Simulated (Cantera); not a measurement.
# Adiabatic ignition

An adiabatic, constant-pressure homogeneous reactor starts with 7.87 % CH3OH, 19.4 % O2, 72.8 % N2, at 1400 K and 68000 Pa.

Computed with Cantera and GRI-Mech 3.0 (53 species, 325 reactions). GRI-Mech 3.0 was tuned for natural gas; its chemistry of methanol as a main component is partial and can be far from experiment.

| t (s) | T (K) | x CH3OH | x O2 | x H | x NO | x CO |
|---|---|---|---|---|---|---|
| 1.00e-6 | 1400 | 0.0787 | 0.194 | 3.06e-8 | <1e-12 | 7.17e-8 |
| 2.62e-6 | 1400 | 0.0787 | 0.194 | 3.53e-8 | <1e-12 | 1.93e-7 |
| 6.84e-6 | 1400 | 0.0787 | 0.194 | 3.62e-8 | <1e-12 | 5.11e-7 |
| 1.79e-5 | 1400 | 0.0787 | 0.194 | 3.84e-8 | <1e-12 | 1.35e-6 |
| 4.68e-5 | 1400 | 0.0786 | 0.194 | 4.43e-8 | <1e-12 | 3.57e-6 |
| 0.000122 | 1400 | 0.0785 | 0.193 | 6.41e-8 | <1e-12 | 9.79e-6 |
| 0.000320 | 1400 | 0.0781 | 0.193 | 1.78e-7 | <1e-12 | 3.53e-5 |
| 0.000837 | 1430 | 0.0654 | 0.185 | 4.80e-6 | 1.71e-12 | 0.00258 |
| 0.00219 | 2478 | <1e-12 | 0.0730 | 0.00180 | 0.000578 | 0.0103 |
| 0.00572 | 2482 | <1e-12 | 0.0720 | 0.00167 | 0.00240 | 0.00988 |
| 0.0150 | 2477 | <1e-12 | 0.0702 | 0.00162 | 0.00608 | 0.00977 |
| 0.0391 | 2472 | <1e-12 | 0.0682 | 0.00157 | 0.0103 | 0.00964 |
| 0.102 | 2470 | <1e-12 | 0.0676 | 0.00156 | 0.0116 | 0.00960 |
| 0.268 | 2470 | <1e-12 | 0.0676 | 0.00156 | 0.0116 | 0.00960 |
| 0.700 | 2470 | <1e-12 | 0.0676 | 0.00156 | 0.0116 | 0.00960 |
x: mole fraction; the columns are a selection and need not sum to one.

- time of steepest temperature rise = 1.04 ms
- temperature at 0.700 s = 2470 K
- equilibrium temperature = 2470 K
- x(CH3OH) at 0.700 s = <1e-12 (gas-phase equilibrium <1e-12)
- x(O2) at 0.700 s = 0.0676 (gas-phase equilibrium 0.0676)
- x(H) at 0.700 s = 0.00156 (gas-phase equilibrium 0.00156)
